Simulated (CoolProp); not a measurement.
Vapour-liquid equilibrium of cyclohexane (1) + n-nonane (2) at 0.114 MPa; x and y are mole fractions of (1).

Values from CoolProp's multi-fluid Helmholtz-energy mixture model, Zhou 2014 and Lemmon 2006; pair parameters Bell 2016.

Q: Give the bubble temperature and the first vapour's composition at x = 0.425, 0.65, 0.725. Is there an azeotrope?

A: x = 0.425: 385.0 K, y = 0.827; x = 0.65: 372.1 K, y = 0.932; x = 0.725: 368.5 K, y = 0.954. No azeotrope shows between x = 0.05 and 0.95.

Pair parameters are fitted to limited data, so mixtures are less certain than the pure fluids.
